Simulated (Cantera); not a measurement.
An adiabatic, constant-pressure homogeneous reactor starts with CH4 : O2 : N2 = 1 : 0.87 : 3.27 (molar parts), at 1350 K and 0.540 bar. Integrator tolerance rtol = 1e-08.

Model: GRI-Mech 3.0 (53 species, 325 reactions), integrated in Cantera.

Q: What does this change do: constant volume in place of constant pressure?

A: 
```csv
quantity,before,after
time of steepest temperature rise,15.7 ms,14.5 ms
temperature at 0.200 s,2233 K,2493 K
equilibrium temperature,2233 K,2493 K
x(CH4) at 0.200 s,4.30e-11 (gas-phase equilibrium 4.82e-11),6.19e-11 (gas-phase equilibrium 6.95e-11)
x(O2) at 0.200 s,8.80e-7 (gas-phase equilibrium 8.81e-7),6.89e-6 (gas-phase equilibrium 6.89e-6)
x(C2H2) at 0.200 s,<1e-12 (gas-phase equilibrium <1e-12),<1e-12 (gas-phase equilibrium <1e-12)
x(NO) at 0.200 s,3.50e-5 (gas-phase equilibrium 2.27e-5),0.000106 (gas-phase equilibrium 0.000106)
x(C2H) at 0.200 s,<1e-12 (gas-phase equilibrium <1e-12),<1e-12 (gas-phase equilibrium <1e-12)
```

Q: What does this change do: pressure from 0.540 bar to 5.00 bar?

A: 
```json
[
 {"quantity": "time of steepest temperature rise", "before": "15.7 ms", "after": "2.59 ms"},
 {"quantity": "temperature at 0.200 s", "before": "2233 K", "after": "2250 K"},
 {"quantity": "equilibrium temperature", "before": "2233 K", "after": "2250 K"},
 {"quantity": "x(CH4) at 0.200 s", "before": "4.30e-11 (gas-phase equilibrium 4.82e-11)", "after": "3.37e-9 (gas-phase equilibrium 3.83e-9)"},
 {"quantity": "x(O2) at 0.200 s", "before": "8.80e-7 (gas-phase equilibrium 8.81e-7)", "after": "1.18e-7 (gas-phase equilibrium 1.18e-7)"},
 {"quantity": "x(C2H2) at 0.200 s", "before": "<1e-12 (gas-phase equilibrium <1e-12)", "after": "3.23e-12 (gas-phase equilibrium 3.66e-12)"},
 {"quantity": "x(NO) at 0.200 s", "before": "3.50e-5 (gas-phase equilibrium 2.27e-5)", "after": "8.67e-6 (gas-phase equilibrium 8.62e-6)"},
 {"quantity": "x(C2H) at 0.200 s", "before": "<1e-12 (gas-phase equilibrium <1e-12)", "after": "<1e-12 (gas-phase equilibrium <1e-12)"}
]
```
